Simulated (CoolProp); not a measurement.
Values from CoolProp's reference Helmholtz-energy equation of state, Lemmon 2006. It is a short technical equation, of lower accuracy than the large ones.

**Question.** For carbon monoxide, give the phase and the density (kg/m³), cp (kJ/(kg K)), Joule-Thomson coefficient (K/MPa), isothermal compressibility (1/MPa) at -101.95 °C and 50.7 bar.

**Answer.** 
- -101.95 °C and 50.7 bar: supercritical; density 129, cp 1.72, Joule-Thomson coefficient 5.63, isothermal compressibility 0.254
